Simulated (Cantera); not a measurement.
Feed: 1 mol trisilylamine, 67 mol N₂, equilibrated at 66.0 Pa.

Equilibrium computed with Cantera from the NASA thermochemical tables; the gas is ideal and each condensed phase is pure. Candidate condensed phases: Si, Si₃N₄; 18 gas species. The feed counts by its element totals alone. Kinetics and transport are ignored.

What share of the Si ends up in condensed phases as a function of T (K), at 1598, 1673, 1748, 1823, 1898, 1973, 2048, 2123?


```
T (K)  Si condensed (%)        as
-----  ----------------  --------
1598               99.8  Si₃N₄(s)
1673               98.3     Si(s)
1748               94.3     Si(l)
1823               82.7     Si(l)
1898               51.6     Si(l)
1973                0.0         -
2048                0.0         -
2123                0.0         -
```
